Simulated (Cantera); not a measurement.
A perfectly stirred reactor is fed with CO : O2 : H2O : N2 = 0.0015 : 0.0048 : 0.00026 : 1 (molar parts), equivalence ratio 0.16, at 0.460 bar; it is held at 1023 K, and followed from long to short residence time.

Computed with Cantera and GRI-Mech 3.0 (53 species, 325 reactions).

Q: What does this change do: temperature 1023 to 1498 K?

A: 
| quantity | before | after |
|---|---|---|
| x(CO) at τ = 23.0 s | 0.000119 | 9.47e-6 |
| x(O2) at τ = 23.0 s | 0.00409 | 0.00402 |
| x(H2O) at τ = 23.0 s | 0.000258 | 0.000254 |
| x(NO2) at τ = 23.0 s | 1.71e-9 | 8.27e-9 |
| x(NO) at τ = 23.0 s | 5.28e-8 | 4.75e-6 |
| x(CO) at τ = 51.0 ms | 0.00145 | 0.000453 |
| x(O2) at τ = 51.0 ms | 0.00474 | 0.00413 |
| x(H2O) at τ = 51.0 ms | 0.000257 | 0.000214 |
| x(NO2) at τ = 51.0 ms | <1e-12 | 6.19e-10 |
| x(NO) at τ = 51.0 ms | 5.00e-11 | 9.63e-7 |
